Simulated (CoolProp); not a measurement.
R115 along the isobar 1.11 MPa: fugacity coefficient from the reference equation and from simpler models built on Tc = 353.1 K, pc = 3.129 MPa, ω = 0.248; each cubic takes its own stable root.

Values from CoolProp's reference Helmholtz-energy equation of state, Lemmon 2016.

```tsv
T (K)	phase	reference
180.7	liquid	0.003856
203.8	liquid	0.01966
226.8	liquid	0.06703
249.9	liquid	0.1735
273	liquid	0.3651
296	liquid	0.6545
319.1	gas	0.8387
342.1	gas	0.8724
365.2	gas	0.8975
388.2	gas	0.9167
411.3	gas	0.9318
434.3	gas	0.9438
```

Task: How far does each simpler model (van der Waals, Soave-Redlich-Kwong) lie from the reference over these 12 states: mean and median of the absolute difference, and the worst?

Result: 
- van der Waals: mean 337.6 %, median 15.8 %, worst +2398.2 % at 180.7 K and 1.11 MPa
- Soave-Redlich-Kwong: mean 0.6 %, median 0.5 %, worst -1.6 % at 180.7 K and 1.11 MPa

At some of these states van der Waals gives the other phase, because its saturation line lies elsewhere.
